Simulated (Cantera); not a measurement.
**Fluorocarbon and chlorocarbon gases: CCl₄ + CH₄**

A closed system holds: 1 mol CCl₄, 0.037 mol CH₄, at 10.0 mbar.

Method: chemical equilibrium by Gibbs-energy minimisation in Cantera with the NASA 1993 tables (ideal gas, pure condensed phases). Candidate condensed phases: C, C₆H₆, C₇H₈, C₈H₁₈; 91 gas species. The tables' values for CCl are old estimates; treat these amounts as uncertain. Gases not in the tables: chlorinated aromatics. Equilibrium is a limit: real reactors are often held back by kinetics, nucleation or transport.

| T (°C) | x Cl | x Cl₂ | x HCl | x CCl₄ | x C₃ | x H | n C(graphite) |
|---|---|---|---|---|---|---|---|
| 327 | 1.80e-7 | 0.848 | 0.0767 | 0.0752 | <1e-12 | <1e-12 | 0.892 |
| 527 | 9.01e-5 | 0.928 | 0.0714 | 0.000889 | <1e-12 | <1e-12 | 1.04 |
| 727 | 0.00374 | 0.925 | 0.0712 | 5.85e-5 | <1e-12 | <1e-12 | 1.04 |
| 927 | 0.0445 | 0.886 | 0.0698 | 9.08e-6 | <1e-12 | 5.30e-12 | 1.04 |
| 1127 | 0.238 | 0.699 | 0.0629 | 1.63e-6 | <1e-12 | 5.15e-10 | 1.04 |
| 1327 | 0.626 | 0.325 | 0.0490 | 1.40e-7 | <1e-12 | 1.83e-8 | 1.04 |
| 1527 | 0.882 | 0.0780 | 0.0399 | 4.00e-9 | 1.15e-11 | 4.44e-7 | 1.04 |
| 1727 | 0.946 | 0.0164 | 0.0376 | 1.02e-10 | 2.77e-9 | 7.83e-6 | 1.04 |
| 1927 | 0.959 | 0.00419 | 0.0371 | 4.26e-12 | 2.42e-7 | 8.92e-5 | 1.04 |
| 2127 | 0.962 | 0.00132 | 0.0363 | <1e-12 | 9.81e-6 | 0.000681 | 1.04 |
| 2327 | 0.962 | 0.000492 | 0.0331 | <1e-12 | 0.000221 | 0.00355 | 1.03 |
| 2527 | 0.959 | 0.000210 | 0.0242 | <1e-12 | 0.00316 | 0.0117 | 0.992 |
| 2727 | 0.925 | 9.35e-5 | 0.0120 | <1e-12 | 0.0312 | 0.0220 | 0.572 |
x: gas mole fraction; n: condensed amount in mol.

From 327 °C to 2727 °C the condensed part is C(graphite). The main C-bearing gas is CCl₄ at 327 °C and C₃ at 2727 °C.
